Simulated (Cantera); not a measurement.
CH3SiCl3 + C2H2 + H2 (silicon carbide growth)

Feed: 1 mol CH3SiCl3, 0.22 mol C2H2, 61 mol H2, held at 2800 Pa.

Method: chemical equilibrium by Gibbs-energy minimisation in Cantera with the NASA 1993 tables (ideal gas, pure condensed phases). Candidate condensed phases: C, C6H6, C7H8, C8H18, Si, SiC; 109 gas species. The feed counts by its element totals alone. The tables' values for SiCl are old estimates; treat these amounts as uncertain. Gases not in the tables: Si2H6 and higher silanes. Rates play no part.

| T (K) | log p H2 | log p H | log p HCl | log p Si | log p C2H2 (acetylene) | log p Cl | log p SiC2 | log p Si2C | n C(graphite) | n SiC(s) |
|---|---|---|---|---|---|---|---|---|---|---|
| 1325 | -1.57 | -6.57 | -2.88 | -12.50 | -7.64 | -7.96 | <-13 | <-13 | 0.430 | 0.998 |
| 1425 | -1.57 | -5.95 | -2.88 | -11.06 | -7.03 | -7.35 | <-13 | <-13 | 0.436 | 0.998 |
| 1525 | -1.57 | -5.41 | -2.88 | -9.82 | -6.49 | -6.82 | -12.49 | -12.55 | 0.439 | 0.996 |
| 1625 | -1.57 | -4.94 | -2.89 | -8.73 | -6.02 | -6.35 | -11.06 | -11.15 | 0.439 | 0.994 |
| 1725 | -1.57 | -4.52 | -2.89 | -7.77 | -5.61 | -5.94 | -9.80 | -9.92 | 0.436 | 0.991 |
| 1825 | -1.57 | -4.14 | -2.89 | -6.91 | -5.24 | -5.57 | -8.69 | -8.83 | 0.425 | 0.988 |
| 1925 | -1.58 | -3.81 | -2.89 | -6.15 | -4.92 | -5.25 | -7.69 | -7.85 | 0.401 | 0.982 |
| 2025 | -1.58 | -3.51 | -2.90 | -5.46 | -4.62 | -4.95 | -6.79 | -6.97 | 0.360 | 0.968 |
| 2125 | -1.58 | -3.23 | -2.90 | -4.83 | -4.36 | -4.69 | -5.98 | -6.18 | 0.302 | 0.927 |
| 2225 | -1.59 | -2.98 | -2.92 | -4.27 | -4.13 | -4.45 | -5.24 | -5.46 | 0.260 | 0.792 |
| 2325 | -1.61 | -2.76 | -2.94 | -3.75 | -3.92 | -4.23 | -4.57 | -4.81 | 0.347 | 0.345 |
| 2425 | -1.63 | -2.56 | -2.96 | -3.55 | -3.74 | -4.04 | -4.24 | -4.76 | 0.199 | 0 |
log p: log10 of the partial pressure in bar; n: condensed amount in mol.

From 1325 K to 2325 K the condensed part is C(graphite) + SiC(s). At 2425 K the condensed part is C(graphite). The main Si-bearing gas is SiCl2 at 1325 K and Si at 2425 K.
